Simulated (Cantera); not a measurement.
A Cantera script and its output.

```python
import numpy as np
import cantera as ct

gas = ct.Solution("SiF4_NH3_mec.yaml", "gas")
gas.TPX = 1625, 61000, {'NH3': 1, 'N2': 1.4}
inlet = ct.Reservoir(gas, clone=True)

reactor = ct.IdealGasConstPressureReactor(gas, energy="off", clone=False)
exhaust = ct.Reservoir(gas, clone=True)
tau = [22, 9.9, 4.5, 2.1, 0.94, 0.43, 0.19, 0.089, 0.041, 0.018, 0.0084][0]
for a, b in ((inlet, reactor), (reactor, exhaust)):
    ct.MassFlowController(a, b, mdot=lambda t: reactor.mass / tau)
net = ct.ReactorNet([reactor])
show = ['NH3', 'N2H2', 'NH2', 'N2H4', 'H2', 'NH']

rows = []
print(f"{'tau/s':>10s}{'T/K':>9s}" + "".join(f"{s:>11s}" for s in show))
for tau in [22, 9.9, 4.5, 2.1, 0.94, 0.43, 0.19, 0.089, 0.041, 0.018, 0.0084]:
    net.initial_time = 0.0
    net.advance(30 * tau)
    before = gas.X
    net.advance(40 * tau)
    drift = np.max(np.abs(gas.X - before) / (gas.X + 1e-9))
    rows.append([gas.T, *gas[show].X, drift])
    print(f"{tau:10.3e}{gas.T:9.1f}" + "".join(f"{x:11.3e}" for x in gas[show].X))
```

Result:

```
     tau/s      T/K        NH3       N2H2        NH2       N2H4         H2         NH
 2.200e+01   1625.0  1.325e-01  5.176e-08  3.333e-05  1.382e-08  3.009e-01  2.381e-07
 9.900e+00   1625.0  1.909e-01  9.545e-08  4.501e-05  2.521e-08  2.390e-01  2.978e-07
 4.500e+00   1625.0  2.564e-01  1.565e-07  5.715e-05  4.065e-08  1.697e-01  3.498e-07
 2.100e+00   1625.0  3.151e-01  2.220e-07  6.760e-05  5.688e-08  1.075e-01  3.829e-07
 9.400e-01   1625.0  3.611e-01  2.808e-07  7.598e-05  7.187e-08  5.874e-02  3.913e-07
 4.300e-01   1625.0  3.885e-01  3.183e-07  8.164e-05  8.297e-08  2.978e-02  3.726e-07
 1.900e-01   1625.0  4.036e-01  3.382e-07  8.557e-05  9.115e-08  1.381e-02  3.347e-07
 8.900e-02   1625.0  4.104e-01  3.436e-07  8.762e-05  9.556e-08  6.547e-03  2.973e-07
 4.100e-02   1625.0  4.138e-01  3.381e-07  8.798e-05  9.634e-08  2.981e-03  2.662e-07
 1.800e-02   1625.0  4.154e-01  3.170e-07  8.589e-05  9.181e-08  1.248e-03  2.387e-07
 8.400e-03   1625.0  4.161e-01  2.744e-07  8.037e-05  8.039e-08  5.256e-04  2.089e-07
```

Model: the gas-phase N/H chemistry of the illustrative SiF4/NH3 mechanism in the Surface Chemkin manual (1991), integrated in Cantera. Walls and surfaces, which speed up NH3 decomposition in real reactors, are not modelled.
